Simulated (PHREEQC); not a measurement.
Make-up at 22 °C: 35 mmol/kgw CuCl2, 5 mmol/kgw HNO3 and 8 mmol/kgw Na2SO4. Closed to the air; pH follows from the charge balance.

Equilibrium calculation in PHREEQC: ion-association model, phreeqc.dat.

The ionic strength comes out as 0.116 mol/kgw. What activity coefficients do NO3-, CuCl+, Cu+2, H+, HSO4- get?

NO3- 0.74, CuCl+ 0.76, Cu+2 0.39, H+ 0.82, HSO4- 0.77.

This is a speciation only: nothing precipitates in the calculation.
